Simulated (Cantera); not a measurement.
BCl3 + H2 + N2 (boron, boron nitride and boron oxide)

Input: 1 mol BCl3, 6.3 mol H2, 13 mol N2, at 1330 Pa.

Cantera equilibrium calculation (NASA polynomials, part measured and part estimated; ideal gas, pure solids and liquids). Candidate condensed phases: B, BN, NH4Cl; 21 gas species. N2 is the only nitrogen source here; it is nearly inert below about 1500 K, so the nitride shown seldom forms there in practice. The tables' values for BCl, BCl2 are old estimates; treat these amounts as uncertain. Rates play no part.

From 948 K to 1848 K the condensed part is BN(s).

```csv
T (K),x N2,x H2,x HCl,x H,x Cl,x BCl,x BCl2,n BN(s)
948,0.616,0.236,0.148,2.21e-9,1.31e-9,<1e-12,<1e-12,1.00
1023,0.616,0.236,0.148,1.74e-8,1.00e-8,<1e-12,<1e-12,1.000
1098,0.616,0.236,0.148,1.04e-7,5.83e-8,<1e-12,1.16e-11,1.000
1173,0.616,0.236,0.148,4.97e-7,2.71e-7,1.05e-11,1.43e-10,1.000
1248,0.616,0.236,0.148,1.97e-6,1.05e-6,2.06e-10,1.29e-9,1.000
1323,0.616,0.236,0.148,6.68e-6,3.50e-6,2.87e-9,9.08e-9,1.000
1398,0.616,0.236,0.148,1.99e-5,1.03e-5,3.00e-8,5.16e-8,1.000
1473,0.616,0.236,0.148,5.33e-5,2.70e-5,2.46e-7,2.45e-7,1.000
1548,0.616,0.236,0.148,0.000130,6.47e-5,1.64e-6,9.97e-7,1.000
1623,0.616,0.236,0.148,0.000291,0.000143,9.16e-6,3.55e-6,0.999
1698,0.615,0.236,0.147,0.000609,0.000295,4.37e-5,1.13e-5,0.998
1773,0.615,0.236,0.147,0.00120,0.000572,0.000182,3.22e-5,0.995
1848,0.615,0.236,0.145,0.00223,0.00104,0.000670,8.34e-5,0.983
```
x: gas mole fraction; n: condensed amount in mol.
